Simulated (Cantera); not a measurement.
Gas mixture: 41.5 % O₂, 58.5 % H₂O, at 80000 Pa, frozen composition.

Cantera's kinetic-theory transport with the Lennard-Jones parameters of GRI-Mech 3.0, ideal gas; thermal conductivity in the multicomponent form. Polar gases are described roughly by these parameters.

One state of this run: ρ (kg/m³) = 0.176; cp (J/kg/K) = 1735; μ (µPa s) = 51.9; λ (mW/m/K) = 134; Pr = 0.672; D (cm²/s) CH₃ = 3.99; D (cm²/s) C₂H₂ = 3.04; D (cm²/s) NH₃ = 4.30. D: mixture-averaged diffusion coefficient of that species in the mixture.

**Question.** Which value of T (K) does it belong to?
A) 1300
B) 550
C) 1600
D) 400

**Answer.** A, 1300
